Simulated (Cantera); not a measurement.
An isothermal, constant-pressure homogeneous reactor starts with 0.406 % CH4, 0.486 % O2, 99.1 % N2, at 1075 K and 5.00 bar.

Detailed kinetics in Cantera: GRI-Mech 3.0 (53 species, 325 reactions).

x: mole fraction; the columns are a selection and need not sum to one.

```json
[
 {"t (s)": "2.00e-5", "x CH4": "0.00406", "x O2": "0.00486", "x CH2O": "<1e-12", "x OH": "<1e-12", "x C2H": "<1e-12", "x NO": "<1e-12"},
 {"t (s)": "0.000100", "x CH4": "0.00406", "x O2": "0.00486", "x CH2O": "<1e-12", "x OH": "<1e-12", "x C2H": "<1e-12", "x NO": "<1e-12"},
 {"t (s)": "0.000502", "x CH4": "0.00406", "x O2": "0.00486", "x CH2O": "2.31e-12", "x OH": "<1e-12", "x C2H": "<1e-12", "x NO": "<1e-12"},
 {"t (s)": "0.00252", "x CH4": "0.00406", "x O2": "0.00486", "x CH2O": "6.39e-11", "x OH": "<1e-12", "x C2H": "<1e-12", "x NO": "<1e-12"},
 {"t (s)": "0.0126", "x CH4": "0.00406", "x O2": "0.00486", "x CH2O": "2.36e-9", "x OH": "1.89e-12", "x C2H": "<1e-12", "x NO": "<1e-12"},
 {"t (s)": "0.0632", "x CH4": "0.00406", "x O2": "0.00486", "x CH2O": "8.26e-8", "x OH": "7.51e-12", "x C2H": "<1e-12", "x NO": "<1e-12"},
 {"t (s)": "0.317", "x CH4": "0.00406", "x O2": "0.00486", "x CH2O": "7.33e-7", "x OH": "1.06e-11", "x C2H": "<1e-12", "x NO": "<1e-12"},
 {"t (s)": "1.59", "x CH4": "0.00405", "x O2": "0.00485", "x CH2O": "5.78e-6", "x OH": "3.52e-11", "x C2H": "<1e-12", "x NO": "<1e-12"},
 {"t (s)": "7.96", "x CH4": "0.000538", "x O2": "(withheld)", "x CH2O": "2.47e-6", "x OH": "9.12e-10", "x C2H": "<1e-12", "x NO": "1.08e-10"},
 {"t (s)": "39.9", "x CH4": "0.000490", "x O2": "(withheld)", "x CH2O": "2.94e-8", "x OH": "1.66e-11", "x C2H": "<1e-12", "x NO": "5.93e-11"},
 {"t (s)": "200", "x CH4": "0.000490", "x O2": "(withheld)", "x CH2O": "2.17e-9", "x OH": "4.55e-12", "x C2H": "<1e-12", "x NO": "2.07e-11"}
]
```

Question: Complete the blanks.

Answer: 
- 7.96, x O2: 0.000188
- 39.9, x O2: 5.19e-6
- 200, x O2: 3.76e-7
